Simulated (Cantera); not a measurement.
Mixture: C2H4 : O2 : N2 : CO2 = 1 : 2.5 : 11.8 : 1.3 (molar parts), equivalence ratio 1.2, at 26.0 bar, adiabatic and at constant pressure. Ignition delay is the time to a rise of 400 K.

Model: GRI-Mech 3.0 (53 species, 325 reactions), integrated in Cantera. GRI-Mech 3.0 was tuned for natural gas; its chemistry of ethylene as a main component is partial and can be far from experiment. The pressure lies above the range GRI-Mech 3.0 was tuned for (to about 10 atm).

```csv
quantity,before,after
delay at 1025 K,30.0 ms,0.149 s
delay at 1175 K,2.06 ms,1.03 ms
delay at 1325 K,92.2 µs,98.4 µs
delay at 1475 K,7.12 µs,41.4 µs
delay at 1625 K,1.72 µs,23.5 µs
apparent activation energy between 1475 and 1625 K,190 kJ/mol,75 kJ/mol
```

Q: What was changed between the two runs?
(A) pressure from 26.0 bar to 0.480 bar
(B) pressure from 26.0 bar to 1.01 bar
(C) pressure from 26.0 bar to 0.320 bar
(D) constant volume in place of constant pressure

A: B, pressure from 26.0 bar to 1.01 bar
